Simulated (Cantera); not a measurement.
**Equilibrium for oxide etching and cleaning by halides: MgO + HF**

Input: 1 mol MgO, 3.2 mol HF, at 7.50 Torr.

Equilibrium computed with Cantera from the NASA thermochemical tables; the gas is ideal and each condensed phase is pure. Candidate condensed phases: H2O, Mg, MgF2, MgO, Mg(OH)2; 31 gas species. Mutual solubility and eutectic melting of coexisting phases are not modelled. Equilibrium is a limit: real reactors are often held back by kinetics, nucleation or transport.

From 648 K to 1248 K the condensed part is MgF2(s). At 1398 K the condensed part is MgF2(s) + MgO(s). At 1548 K the condensed part is MgF2(l) + MgO(s). From 1698 K to 1848 K the condensed part is MgO(s).

| T (K) | x HF | x H2O | x MgF2 | x H2 | n MgF2(s) | n MgO(s) | n MgF2(l) |
|---|---|---|---|---|---|---|---|
| 648 | 0.545 | 0.455 | <1e-12 | 1.49e-11 | 1.00 | 0 | 0 |
| 798 | 0.545 | 0.455 | <1e-12 | 4.55e-9 | 1.00 | 0 | 0 |
| 948 | 0.545 | 0.455 | 1.16e-10 | 2.30e-7 | 1.00 | 0 | 0 |
| 1098 | 0.545 | 0.455 | 8.81e-8 | 4.06e-6 | 1.00 | 0 | 0 |
| 1248 | 0.545 | 0.454 | 1.29e-5 | 3.63e-5 | 1.000 | 0 | 0 |
| 1398 | 0.738 | 0.262 | 0.000627 | 0.000141 | 0.663 | 0.336 | 0 |
| 1548 | 0.914 | 0.0722 | 0.0134 | 0.000243 | 0 | 0.781 | 0.179 |
| 1698 | 0.894 | 0.0522 | 0.0528 | 0.000617 | 0 | 0.831 | 0 |
| 1848 | 0.841 | 0.0764 | 0.0788 | 0.00208 | 0 | 0.747 | 0 |
x: gas mole fraction; n: condensed amount in mol.
